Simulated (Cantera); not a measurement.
What does this Cantera script print?

```python
import numpy as np
import cantera as ct

gas_names = """
    O2 CrO3 B2O3 PbO NbO2
""".split()
cond_names = """
    Cr(cr) Cr(L) Ti(a) Ti(b) Ti(L) Ti3O5(a) Ti3O5(b) Ti3O5(L) B(b) B(L) Ti2O3(a) Ti2O3(b) Ti2O3(L)
    Pb(cr) Pb(L) Nb(cr) Nb(L)
""".split()


# ... load() reads the species with a 1 bar reference pressure and builds the phases ...
species = {s.name: s for s in load("nasa_gas.yaml", gas_names) + load("nasa_condensed.yaml", cond_names)}
# Each term lists the table entries of one substance; the one whose range holds T is used.
reactions = {
    '0.6667 Cr + O2(g) = 0.6667 CrO3(g)':
        [(-0.6666666666666666, ['Cr(cr)', 'Cr(L)']), (-1, ['O2']), (0.6666666666666666, ['CrO3'])],
    '1.2 Ti + O2(g) = 0.4 Ti3O5':
        [(-1.2, ['Ti(a)', 'Ti(b)', 'Ti(L)']), (-1, ['O2']), (0.4, ['Ti3O5(a)', 'Ti3O5(b)', 'Ti3O5(L)'])],
    '1.333 B + O2(g) = 0.6667 B2O3(g)':
        [(-1.3333333333333333, ['B(b)', 'B(L)']), (-1, ['O2']), (0.6666666666666666, ['B2O3'])],
    '1.333 Ti + O2(g) = 0.6667 Ti2O3':
        [(-1.3333333333333333, ['Ti(a)', 'Ti(b)', 'Ti(L)']), (-1, ['O2']), (0.6666666666666666, ['Ti2O3(a)', 'Ti2O3(b)', 'Ti2O3(L)'])],
    '2 Pb + O2(g) = 2 PbO(g)':
        [(-2, ['Pb(cr)', 'Pb(L)']), (-1, ['O2']), (2, ['PbO'])],
    'Nb + O2(g) = NbO2(g)':
        [(-1, ['Nb(cr)', 'Nb(L)']), (-1, ['O2']), (1, ['NbO2'])],
}


def pick(names, T):
    return next(species[n] for n in names if species[n].thermo.min_temp <= T <= species[n].thermo.max_temp)


results = []
for label, terms in reactions.items():
    print(label)
    print("     T/K   dH/kJ  dS/(J/K)   dG/kJ   log10 K")
    for T in [948, 1048, 1148, 1248, 1348, 1448, 1548, 1648, 1748, 1848]:
        used = [(nu, pick(names, T)) for nu, names in terms]
        dH = sum(nu * s.thermo.h(T) for nu, s in used) / 1e6
        dS = sum(nu * s.thermo.s(T) for nu, s in used) / 1e3
        dG = dH - T * dS / 1e3
        logK = -dG * 1e6 / (ct.gas_constant * T * np.log(10))
        results.append((label, T, dH, dS, dG, logK, [s.name for _, s in used]))
        print(f"{T:8g} {dH:8.1f} {dS:8.1f} {dG:8.1f} {logK:8.2f}")
```

Result:

```
0.6667 Cr + O2(g) = 0.6667 CrO3(g)
     T/K   dH/kJ  dS/(J/K)   dG/kJ   log10 K
     948   -197.3    -47.5   -152.3     8.39
    1048   -197.6    -47.8   -147.5     7.35
    1148   -198.1    -48.2   -142.7     6.49
    1248   -198.7    -48.7   -137.8     5.77
    1348   -199.4    -49.3   -132.9     5.15
    1448   -200.2    -49.9   -128.0     4.62
    1548   -201.2    -50.5   -123.0     4.15
    1648   -202.3    -51.2   -117.9     3.74
    1748   -203.6    -52.0   -112.7     3.37
    1848   -205.1    -52.8   -107.5     3.04
1.2 Ti + O2(g) = 0.4 Ti3O5
     T/K   dH/kJ  dS/(J/K)   dG/kJ   log10 K
     948   -972.2   -167.8   -813.2    44.80
    1048   -971.3   -166.9   -796.4    39.69
    1148   -971.0   -166.6   -779.8    35.48
    1248   -973.9   -169.2   -762.8    31.93
    1348   -972.1   -167.8   -746.0    28.90
    1448   -970.3   -166.5   -729.2    26.31
    1548   -968.6   -165.3   -712.6    24.05
    1648   -966.8   -164.2   -696.2    22.07
    1748   -965.1   -163.2   -679.8    20.31
    1848   -963.4   -162.3   -663.5    18.75
1.333 B + O2(g) = 0.6667 B2O3(g)
     T/K   dH/kJ  dS/(J/K)   dG/kJ   log10 K
     948   -559.2    -26.5   -534.0    29.42
    1048   -559.6    -27.0   -531.3    26.48
    1148   -560.1    -27.4   -528.6    24.05
    1248   -560.5    -27.8   -525.9    22.01
    1348   -561.0    -28.2   -523.1    20.27
    1448   -561.6    -28.6   -520.2    18.77
    1548   -562.1    -28.9   -517.4    17.46
    1648   -562.7    -29.3   -514.4    16.31
    1748   -563.3    -29.7   -511.5    15.28
    1848   -564.0    -30.0   -508.5    14.37
1.333 Ti + O2(g) = 0.6667 Ti2O3
     T/K   dH/kJ  dS/(J/K)   dG/kJ   log10 K
     948  -1001.2   -173.5   -836.8    46.11
    1048   -999.4   -171.6   -819.5    40.85
    1148   -998.3   -170.6   -802.4    36.51
    1248  -1001.0   -173.0   -785.1    32.86
    1348   -998.6   -171.2   -767.8    29.75
    1448   -996.4   -169.6   -750.8    27.08
    1548   -994.4   -168.3   -733.9    24.76
    1648   -992.6   -167.1   -717.1    22.73
    1748   -991.0   -166.2   -700.5    20.93
    1848   -989.6   -165.4   -683.9    19.33
2 Pb + O2(g) = 2 PbO(g)
     T/K   dH/kJ  dS/(J/K)   dG/kJ   log10 K
     948    118.3    107.2     16.6    -0.92
    1048    116.4    105.3      6.0    -0.30
    1148    114.4    103.5     -4.4     0.20
    1248    112.6    102.0    -14.7     0.62
    1348    110.7    100.6    -24.8     0.96
    1448    108.9     99.2    -34.8     1.26
    1548    107.0     98.0    -44.7     1.51
    1648    105.2     96.9    -54.4     1.72
    1748    103.4     95.8    -64.1     1.91
    1848    101.5     94.7    -73.6     2.08
Nb + O2(g) = NbO2(g)
     T/K   dH/kJ  dS/(J/K)   dG/kJ   log10 K
     948   -204.5     22.9   -226.2    12.47
    1048   -205.2     22.2   -228.5    11.39
    1148   -206.0     21.5   -230.7    10.50
    1248   -206.8     20.9   -232.8     9.74
    1348   -207.6     20.2   -234.9     9.10
    1448   -208.5     19.6   -236.8     8.54
    1548   -209.5     18.9   -238.8     8.06
    1648   -210.5     18.3   -240.6     7.63
    1748   -211.6     17.6   -242.4     7.24
    1848   -212.8     17.0   -244.2     6.90
```

Cantera with NASA thermochemical tables; ideal gases at 1 bar, condensed phases pure. Condensed species are held in their standard states even where they would react or evaporate.
